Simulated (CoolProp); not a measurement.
The numbers come from the reference Helmholtz-energy equation of state, Akasaka 2015 in CoolProp.

Task: Give the vapour pressure (MPa), liquid density (kg/m³), vapour density (kg/m³), liquid viscosity (µPa s) of saturated R245fa at 330.5 K.

Result: 
```json
[
 {"T (K)": "330.5", "p (MPa)": "0.429", "liquid density (kg/m³)": "1250", "vapour density (kg/m³)": "23.6", "liquid viscosity (µPa s)": "272"}
]
```

Viscosity comes from a separate model (Bell 2016), an estimate that may be off by 10 % or more.
